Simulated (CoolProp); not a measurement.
Model: reference Helmholtz-energy equation of state, Lemmon 2006, in CoolProp. It is a short technical equation, of lower accuracy than the large ones.

Give the vapour pressure (kPa), enthalpy of vaporisation (kJ/kg), liquid viscosity (µPa s) of saturated n-decane at 209.05, 223.65, 227.35 °C.


```tsv
T (°C)	p (kPa)	enthalpy of vaporisation (kJ/kg)	liquid viscosity (µPa s)
209.05	228	252	159
223.65	308	241	143
227.35	331	238	140
```

Viscosity comes from a separate model (Huber 2004).
